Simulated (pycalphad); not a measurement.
CALPHAD calculation (pycalphad, COST 507 light-alloy database (1999)), 1 atm. These are 1990s assessments: newer ones move some temperatures and phases. Kinetics are ignored, which matters at the lower temperatures.

Problem. How does the equilibrium phase assembly of Al-0.32C (at.%) change on cooling from 1850 K to 500 K?

Solution. 
```
T (K)     phases above    phases below
------  --------------  --------------
1791.4          liquid  AL4C3 + liquid
933.5   AL4C3 + liquid     AL4C3 + fcc
```
Changes were sought between steps of 75 K, so a narrower field can be missed.

Database names, with the compositions (at.%) that they take in these runs: AL4C3: Al 57 C 43.
